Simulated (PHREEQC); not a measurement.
A PHREEQC input (ion-association model, wateq4f.dat):

```
SOLUTION 1
  temp 20
  units mg/kgw
  pH 6.47 charge
  pe 8.9
  Na 26.6
  K 3.89
  Ca 119
  Mg 97.2
  Cl 221
  S(6) 144 as SO4
  Alkalinity 385 as HCO3
  Br 1.02
  Sr 1.38
  Cd 1.47
END
USE solution 1
EQUILIBRIUM_PHASES 1
  CO2(g) -2 10
END
```

It stops with these messages:

```
ERROR: pH adustment cannot attain charge balance when alkalinity is fixed.
ERROR: Program terminating due to input errors.
```

The fault: pH asked from the charge balance while alkalinity is fixed. The line should read `pH 6.47` where the input has `pH 6.47 charge`. With the mend the run ends at pH 7.51 and ionic strength 0.0215 mol/kgw.
